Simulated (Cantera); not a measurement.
Charge: 1 mol PbO, 0.26 mol H2, 16 mol N2, 0.15 mol CO, equilibrated at 1248.15 K and 73.0 Pa.

These are equilibrium values from Cantera (NASA tables, ideal gas, pure condensed phases), not measurements of a reactor. Candidate condensed phases: C, C6H6, C7H8, C8H18, H2O, Pb, PbO, PbO2, Pb3O4; 139 gas species. The numbers say what is thermodynamically allowed, not how fast it happens.

Base state: N2 0.918, PbO 0.0320, Pb 0.0253, H2O 0.0149, CO2 0.00861, O2 0.000899, NO 1.97e-5 (mole fractions); condensed: gas only.

**Question.** What changes in the equilibrium state with this change: H2 from 0.26 to 3.5 mol?

**Answer.** 
| species | before | after |
|---|---|---|
| N2 | 0.918 | 0.775 |
| H2 | 6.13e-7 | 0.122 |
| Pb | 0.0253 | 0.0484 |
| H2O | 0.0149 | 0.0470 |
| PbO | 0.0320 | 9.65e-7 |
| O2 | 0.000899 | <1e-9 |
| NO | 1.97e-5 | <1e-9 |

**Question.** What changes in the equilibrium state with this change: temperature from 1248.15 K to 1050 K?

**Answer.** 
```tsv
species	before	after
N2	0.918	0.949
Pb	0.0253	0.0243
H2O	0.0149	0.0154
PbO	0.0320	0.00203
O2	0.000899	4.00e-8
NO	1.97e-5	2.53e-8
CO2	0.00861	0.00890
PbO(yellow), mol	0	0.556
```
